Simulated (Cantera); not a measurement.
## Adiabatic ignition

An adiabatic, constant-volume homogeneous reactor starts with H₂ : O₂ : N₂ = 1 : 1.25 : 6.75 (molar parts), at 1523 K and 10.0 bar.

Computed with Cantera and GRI-Mech 3.0 (53 species, 325 reactions). The hydrogen kinetics of GRI-Mech 3.0 are dated; newer H2 mechanisms differ, most at raised pressure.

```csv
t (s),T (K),P (bar),x H₂,x O₂,x NO,x H₂O₂,x H,x N₂O,x NO₂
2.00e-6,1826,11.8,0.0302,0.0951,4.89e-6,4.47e-6,0.0197,3.22e-7,8.13e-9
5.97e-6,2433,15.1,0.000857,0.0859,6.49e-5,8.22e-7,0.000271,3.79e-6,2.11e-7
1.78e-5,2452,15.2,0.000470,0.0865,9.74e-5,8.32e-7,0.000114,2.76e-6,2.27e-7
5.32e-5,2452,15.2,0.000470,0.0864,0.000184,8.31e-7,0.000113,2.74e-6,4.30e-7
0.000159,2451,15.2,0.000468,0.0863,0.000439,8.29e-7,0.000113,2.74e-6,1.03e-6
0.000475,2449,15.2,0.000465,0.0860,0.00117,8.24e-7,0.000112,2.72e-6,2.74e-6
0.00142,2444,15.2,0.000457,0.0850,0.00313,8.10e-7,0.000108,2.70e-6,7.30e-6
0.00423,2434,15.1,0.000440,0.0831,0.00717,7.81e-7,0.000101,2.67e-6,1.67e-5
0.0126,2423,15.1,0.000422,0.0810,0.0114,7.51e-7,9.45e-5,2.65e-6,2.65e-5
0.0377,2420,15.0,0.000418,0.0805,0.0123,7.45e-7,9.30e-5,2.65e-6,2.87e-5
0.113,2420,15.0,0.000418,0.0805,0.0124,7.45e-7,9.30e-5,2.65e-6,2.87e-5
0.336,2420,15.0,0.000418,0.0805,0.0124,7.45e-7,9.30e-5,2.65e-6,2.87e-5
1.00,2420,15.0,0.000418,0.0805,0.0124,7.45e-7,9.30e-5,2.65e-6,2.87e-5
3.00,2420,15.0,0.000418,0.0805,0.0124,7.45e-7,9.30e-5,2.65e-6,2.87e-5
```
x: mole fraction; the columns are a selection and need not sum to one.

The time of steepest temperature rise is 1.99 µs. The temperature at 3.00 s is 2420 K. The equilibrium temperature is 2420 K. The x(H₂) at 3.00 s is 0.000418 (gas-phase equilibrium 0.000418). The x(O₂) at 3.00 s is 0.0805 (gas-phase equilibrium 0.0805). The x(NO) at 3.00 s comes out as 0.0124 (gas-phase equilibrium 0.0124).
